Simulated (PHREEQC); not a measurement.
PHREEQC input (ion-association model, wateq4f.dat):

```
SOLUTION_MASTER_SPECIES
  An  An-  0  An  62.0  # stands for a non-complexing anion
SOLUTION_SPECIES
  An- = An-
    -log_k 0
    -gamma 3.0 0
PHASES
  Fix_H+
    H+ = H+
    -log_k 0
SOLUTION 1
  temp 25
  units mmol/kgw
  pH 7 charge
  Cl 0.0074
  Ba 0.0037
  Na 5
  An 5
END
SELECTED_OUTPUT 1
  -reset false
  -pH true
  -pe true
  -ionic_strength true
  -water true
  -totals Ba Cl Na
  -molalities Hfo_wOH Hfo_wOH2+ Hfo_wO- Hfo_sOH Hfo_sOH2+ Hfo_sO- Hfo_sOHBa+2 Hfo_wOBa+
  -saturation_indices Halite
USER_PUNCH 1
  -headings sigma psi
  10 PUNCH EDL("sigma", "Hfo"), EDL("psi", "Hfo")
PRINT
  -reset false
USE solution 1
SURFACE 1
  Hfo_wOH 0.000125843 600 0.056
  Hfo_sOH 3.14607e-06
EQUILIBRIUM_PHASES 1
  Fix_H+ -4 HAn 10
    -force_equality true
  O2(g) -0.68 10
END
# ... the last block is repeated for the other 16 points of pH, with NaOH or the acid as the point needs
```

Selected output (columns that matter, 17 of 17 rows; pH added in front):

```
pH	mu	Ba	Na	m_Hfo_wOH	m_Hfo_wOH2+	m_Hfo_wO-	m_Hfo_sOH	m_Hfo_sOH2+	m_Hfo_sO-	m_Hfo_sOHBa+2	m_Hfo_wOBa+	si_Halite	sigma	psi
4	0.0051501	3.7e-06	0.005	6.1138e-05	6.3353e-05	1.3516e-06	1.5284e-06	1.5838e-06	3.379e-08	3.4072e-13	5.6105e-17	-9.0806	0.18251	0.19371
4.5	0.0050678	3.7e-06	0.005	7.5755e-05	4.7309e-05	2.7789e-06	1.8939e-06	1.1827e-06	6.9472e-08	1.5367e-12	4.1988e-16	-9.0801	0.13108	0.17714
5	0.0050375	3.7e-06	0.005	8.5685e-05	3.5408e-05	4.7501e-06	2.1421e-06	8.852e-07	1.1875e-07	7.6166e-12	3.145e-15	-9.0799	0.090246	0.15817
5.5	0.0050248	3.7e-06	0.005	9.1537e-05	2.7266e-05	7.0401e-06	2.2884e-06	6.8163e-07	1.76e-07	4.229e-11	2.4226e-14	-9.0798	0.059537	0.137
6	0.0050187	3.6997e-06	0.005	9.4517e-05	2.204e-05	9.2856e-06	2.3627e-06	5.5095e-07	2.3212e-07	2.6762e-10	1.9585e-13	-9.0798	0.037546	0.11372
6.5	0.0050154	3.6981e-06	0.005	9.5839e-05	1.8827e-05	1.1176e-05	2.3945e-06	4.7039e-07	2.7924e-07	1.9242e-09	1.6724e-12	-9.0798	0.022532	0.088542
7	0.0050134	3.6847e-06	0.005	9.6364e-05	1.6868e-05	1.2611e-05	2.3974e-06	4.1966e-07	3.1375e-07	1.5243e-08	1.4931e-11	-9.0798	0.012618	0.061927
7.5	0.0050118	3.5786e-06	0.005	9.6558e-05	1.5545e-05	1.374e-05	2.3209e-06	3.7365e-07	3.3026e-07	1.2123e-07	1.3364e-10	-9.0798	0.0060051	0.0345
8	0.0050113	3.0116e-06	0.005002	9.6588e-05	1.4155e-05	1.5098e-05	1.8871e-06	2.7656e-07	2.9499e-07	6.8739e-07	1.0241e-09	-9.0796	0.0011897	0.0073357
8.5	0.0050133	1.8852e-06	0.0050081	9.6312e-05	1.2429e-05	1.7096e-05	1.0232e-06	1.3205e-07	1.8164e-07	1.8092e-06	5.6287e-09	-9.0791	-0.0031379	-0.018976
9	0.0050207	1.0033e-06	0.0050191	9.5698e-05	1.0938e-05	1.918e-05	3.6186e-07	4.136e-08	7.2526e-08	2.6703e-06	2.6356e-08	-9.0782	-0.0083466	-0.045434
9.5	0.0050449	5.5128e-07	0.005046	9.4743e-05	9.6391e-06	2.1333e-05	9.411e-08	9.5746e-09	2.1191e-08	3.0212e-06	1.2753e-07	-9.076	-0.015899	-0.072022
10	0.0051206	2.0385e-07	0.0051247	9.2985e-05	8.1463e-06	2.4314e-05	3.5277e-08	3.0906e-09	9.2243e-09	3.0985e-06	3.9767e-07	-9.0697	-0.027511	-0.097758
10.5	0.005358	3.6861e-08	0.0053658	8.9879e-05	6.3747e-06	2.9031e-05	3.0023e-08	2.1294e-09	9.6975e-09	3.1042e-06	5.5892e-07	-9.0511	-0.045651	-0.12191
11	0.0061092	5.9327e-09	0.0061221	8.3843e-05	4.3462e-06	3.7053e-05	3.5506e-08	1.8406e-09	1.5691e-08	3.093e-06	6.0104e-07	-8.998	-0.074476	-0.14343
11.5	0.0085193	1.2751e-09	0.0085406	7.1329e-05	2.2578e-06	5.1622e-05	4.645e-08	1.4703e-09	3.3617e-08	3.0645e-06	6.3419e-07	-8.8651	-0.12244	-0.16034
12	0.016451	5.626e-10	0.016486	4.7171e-05	6.5944e-07	7.7299e-05	6.0265e-08	8.4249e-10	9.8757e-08	2.9862e-06	7.1323e-07	-8.6072	-0.20118	-0.16892
```

Complexes and solids missing from the database can't appear.
